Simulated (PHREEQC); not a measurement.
Make-up at 10 °C: 0.11 mmol/kgw HF, 0.92 mmol/kgw KF and 0.31 mmol/kgw (NH4)2SiF6. Closed to the air; pH follows from the charge balance.

The numbers come from PHREEQC with the ion-association model, wateq4f.dat.

This is a speciation only: nothing precipitates in the calculation.

Q: Estimate the pH, ionic strength.

A: pH 3.53; ionic strength 0.00198 mol/kgw.

Q: In which forms is Si present?

A: H4SiO4 58 %, SiF6-2 42 % of the Si.

The solution is supersaturated, for example in Quartz (slow to form), so a real one may precipitate; this is no full list. Species that the database lacks are ignored. At this temperature some constants are extrapolated from 25 °C, and those without enthalpy data are left unchanged. SiF6-2 is the database's only silicon fluoride.
